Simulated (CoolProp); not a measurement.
Vapour-liquid equilibrium of CF4 (R14) (1) + CHF3 (R23) (2) at 209.4 K; x and y are mole fractions of (1).

Values from CoolProp's multi-fluid Helmholtz-energy mixture model, Platzer 1990 and Penoncello 2003; pair parameters Bell 2016. This equation is an older, rougher fit; its heat capacities, sound speeds and derivatives of the liquid may be far off and weren't checked against measurements.

```tsv
x	bubble pressure, mixture model (kPa)	bubble pressure, Raoult's law (kPa)	y, mixture model	y, Raoult's law
0.05	494.2	356.5	0.466	0.301
0.125	789.7	497.6	0.667	0.539
0.2	1025	638.7	(withheld)	0.671
0.275	1207	779.8	0.788	0.756
0.35	(withheld)	920.9	(withheld)	0.815
0.425	(withheld)	1062	0.832	0.858
0.5	1546	1203	(withheld)	0.891
0.575	1626	1344	0.860	0.917
0.65	1704	1485	0.873	0.938
0.725	1785	1626	0.890	0.956
0.8	1873	1767	0.910	0.970
0.875	(withheld)	1909	0.936	0.983
0.95	2074	2050	0.971	0.994
```

Complete the blanks.


- 0.2, y, mixture model: 0.746
- 0.35, bubble pressure, mixture model (kPa): 1347
- 0.35, y, mixture model: 0.814
- 0.425, bubble pressure, mixture model (kPa): 1456
- 0.5, y, mixture model: 0.846
- 0.875, bubble pressure, mixture model (kPa): 1970

The largest gap from Raoult's law is +60.5 % in bubble pressure, at x = 0.2. No azeotrope shows between x = 0.05 and 0.95.

Pair parameters are fitted to limited data, so mixtures are less certain than the pure fluids. With so large a gap from Raoult's law the liquid may split in two, which this calculation doesn't test in full.
